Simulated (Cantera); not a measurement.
What does this Cantera script print?

```python
import numpy as np
import cantera as ct

gas_names = """
    CL CL2 H HCL H2 N NH NH2 NH3 N2 N2H2 N2H4 Si SiCL SiCL2 SiCL3 SiCL4 SiH SiHCL3 SiH2 SiH2CL2 SiH3
    SiH3CL SiH4 SiN Si2 Si2N Si3
""".split()
cond_names = """
    NH4CL(a) NH4CL(b) Si(cr) Si(L) Si3N4(a)
""".split()


def load(file, names, dense=False):
    # The tables refer to 1 bar. Condensed volumes are neglected.
    table = {s.name: s for s in ct.Species.list_from_file(file)}
    out = []
    for n in names:
        d = dict(table[n].input_data)
        d["thermo"] = dict(d["thermo"], **{"reference-pressure": 1e5})
        if dense:
            d["equation-of-state"] = {"model": "constant-volume", "density": "1e6 g/cm^3"}
        out.append(ct.Species.from_dict(d))
    return out


gas = ct.Solution(thermo="ideal-gas", species=load("nasa_gas.yaml", gas_names))
cond = {s.name: ct.Solution(thermo="fixed-stoichiometry", species=[s], name=s.name)
        for s in load("nasa_condensed.yaml", cond_names, dense=True)}
atoms = {
    'Si2Cl6': {'Si': 2, 'CL': 6},
    'Cl2': {'CL': 2},
    'N2': {'N': 2},
    'HCl': {'H': 1, 'CL': 1},
}
top_T = {'Si3N4(a)': 2400}  # K; cautious upper limits of use, not melting points


def equilibrate(T, P, feed):
    n = {}
    for name, mol in feed.items():
        for a, k in atoms[name].items():
            n[a] = n.get(a, 0.0) + k * mol
    gas.TPX = T, P, n
    mass = sum(n.values()) * gas.mean_molecular_weight
    gas.equilibrate("TP")
    valid = [c for c in cond.values() if c.min_temp <= T <= top_T.get(c.name, c.max_temp)]
    mix = ct.Mixture([(gas, mass / gas.mean_molecular_weight)] + [(c, 0.0) for c in valid])
    mix.T, mix.P = T, P
    mix.equilibrate("TP", solver="vcs", rtol=1e-11, max_steps=5000)
    return mix


results = []
feed = {'Si2Cl6': 1, 'Cl2': 0.049, 'N2': 88, 'HCl': 0.28}  # mol
P = 300  # Pa
for T in [1498, 1548, 1598, 1648, 1698, 1748, 1798]:
    mix = equilibrate(T, P, feed)
    results.append((T, P, feed, dict(zip(mix.species_names, mix.species_moles))))

top = {s: max(r[3][s] / sum(r[3][g] for g in gas_names) for r in results) for s in gas_names}
cols = sorted((s for s in top if top[s] > 1e-05), key=lambda s: -top[s])[:7]
seen = [c for c in cond_names if any(r[3].get(c, 0) > 1e-12 for r in results)]
print("log10 of partial pressures in bar; condensed amounts in mol")
print(f"{'T/K':>10s}" + "".join(f"{s[:9]:>10s}" for s in cols + seen))
for T, P, feed, n in results:
    ng = sum(n[g] for g in gas_names)
    print(f"{T:10.4g}" + "".join(f"{np.log10(max(n[s] / ng * P / 1e5, 1e-99)):10.3f}" for s in cols)
          + "".join(f"{n.get(c, 0):10.4g}" for c in seen))
```

It prints:

```
log10 of partial pressures in bar; condensed amounts in mol
       T/K        N2        CL     SiCL2     SiCL4     SiCL3       HCL       CL2
      1498    -2.534    -5.511    -4.587    -4.585    -4.838    -5.032    -8.543
      1548    -2.535    -5.134    -4.559    -4.629    -4.818    -5.033    -8.074
      1598    -2.536    -4.818    -4.505    -4.715    -4.807    -5.034    -7.707
      1648    -2.538    -4.570    -4.429    -4.870    -4.821    -5.035    -7.461
      1698    -2.540    -4.393    -4.348    -5.121    -4.882    -5.037    -7.345
      1748    -2.542    -4.284    -4.283    -5.481    -5.007    -5.039    -7.349
      1798    -2.543    -4.226    -4.240    -5.930    -5.190    -5.041    -7.442
```

These are equilibrium values from Cantera (NASA tables, ideal gas, pure condensed phases), not measurements of a reactor. The feed counts by its element totals alone. The tables' values for SiCl3 are old estimates; treat these amounts as uncertain.
